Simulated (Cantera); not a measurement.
An isothermal, constant-pressure homogeneous reactor starts with CH₄ : O₂ : N₂ = 0.024 : 0.006 : 1 (molar parts), at 1348 K and 10.0 bar. Integrator tolerance rtol = 1e-08.

Computed with Cantera and GRI-Mech 3.0 (53 species, 325 reactions). GRI-Mech 3.0 stops at C3 and has no aromatics, soot or wall deposition, so with more carbon than oxygen in the feed, carbon stays in small species such as C2H2 where larger ones or solid carbon would form.

What does this change do: pressure from 10.0 bar to 1.10 bar?


| quantity | before | after |
|---|---|---|
| x(CH₄) at 50.0 s | 0.00809 (gas-phase equilibrium 0.00460) | 0.00725 (gas-phase equilibrium 0.000969) |
| x(O₂) at 50.0 s | <1e-12 (gas-phase equilibrium <1e-12) | <1e-12 (gas-phase equilibrium <1e-12) |
| x(C₂H₆) at 50.0 s | 6.16e-6 (gas-phase equilibrium 1.12e-6) | 2.05e-6 (gas-phase equilibrium 4.28e-8) |
| x(HO₂) at 50.0 s | <1e-12 (gas-phase equilibrium <1e-12) | <1e-12 (gas-phase equilibrium <1e-12) |
| x(H) at 50.0 s | 1.00e-7 (gas-phase equilibrium 1.33e-7) | 2.42e-7 (gas-phase equilibrium 4.34e-7) |
| x(CH₂) at 50.0 s | 5.15e-12 (gas-phase equilibrium 1.00e-12) | 2.12e-11 (gas-phase equilibrium 1.65e-12) |
